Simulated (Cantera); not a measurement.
A perfectly stirred reactor is fed with CH4 : C2H6 : C3H8 : O2 : N2 = 1 : 0.073 : 0.18 : 7.17 : 22.2 (molar parts), equivalence ratio 0.44, at 4.93 atm; it is adiabatic with a 475 K inlet, and is followed from long to short residence time, starting on the burning branch (τ in s: 0.13, 0.041, 0.013, 0.0044, 0.0014, 0.00047, 0.00015, 5.1e-05, 1.7e-05, 5.4e-06).

Computed with Cantera and GRI-Mech 3.0 (53 species, 325 reactions). GRI-Mech 3.0 was tuned for natural gas; its chemistry of propane as a main component is partial and can be far from experiment.

x: mole fraction; the columns are a selection and need not sum to one.

```csv
τ (s),T (K),x CH4,x C2H6,x C3H8,x O,x CH2O
0.13,1650,5.65e-6,9.67e-8,2.39e-7,1.28e-5,6.70e-7
0.041,1648,1.27e-5,2.30e-7,5.85e-7,2.39e-5,1.55e-6
0.013,1644,2.80e-5,5.32e-7,1.38e-6,4.65e-5,3.58e-6
0.0044,1636,5.99e-5,1.17e-6,3.04e-6,8.72e-5,8.07e-6
0.0014,1617,___,___,___,___,___
0.00047,1548,0.000542,1.14e-5,2.59e-5,0.000190,7.72e-5
0.00015,475,0.0327,0.00238,0.00588,<1e-12,<1e-12
5.1e-5,475,0.0327,0.00238,0.00588,<1e-12,<1e-12
1.7e-5,475,0.0327,0.00238,0.00588,<1e-12,<1e-12
5.4e-6,475,0.0327,0.00238,0.00588,<1e-12,<1e-12
```

### Question
What belongs in the gaps?

### Answer

- 0.0014, x CH4: 0.000144
- 0.0014, x C2H6: 2.87e-6
- 0.0014, x C3H8: 7.30e-6
- 0.0014, x O: 0.000160
- 0.0014, x CH2O: 2.04e-5
